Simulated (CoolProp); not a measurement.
Vapour-liquid equilibrium of R125 (1) + propylene (2) at 29.35 °C; x and y are mole fractions of (1).

Computed with CoolProp (multi-fluid Helmholtz-energy mixture model, Lemmon 2005 and Lemmon 2013; pair parameters Bell 2016).

| x | bubble pressure, mixture model (MPa) | bubble pressure, Raoult's law (MPa) | y, mixture model | y, Raoult's law |
|---|---|---|---|---|
| 0.05 | 1.380 | 1.298 | 0.097 | 0.059 |
| 0.125 | 1.494 | 1.317 | 0.208 | 0.146 |
| 0.2 | 1.581 | 1.336 | 0.292 | 0.231 |
| 0.275 | 1.646 | 1.356 | 0.361 | 0.313 |
| 0.35 | 1.695 | 1.375 | 0.421 | 0.393 |
| 0.425 | 1.729 | 1.394 | 0.476 | 0.470 |
| 0.5 | 1.751 | 1.414 | 0.529 | 0.546 |
| 0.575 | 1.761 | 1.433 | 0.582 | 0.619 |
| 0.65 | 1.758 | 1.452 | 0.637 | 0.690 |
| 0.725 | 1.743 | 1.472 | 0.697 | 0.760 |
| 0.8 | 1.713 | 1.491 | 0.763 | 0.828 |
| 0.875 | 1.666 | 1.510 | 0.839 | 0.894 |
| 0.95 | 1.599 | 1.530 | 0.929 | 0.958 |

The largest gap from Raoult's law is +24.0 % in bubble pressure, at x = 0.425. y crosses x between x = 0.575 and 0.65: the model has an azeotrope there.

Pair parameters are fitted to limited data, so mixtures are less certain than the pure fluids.
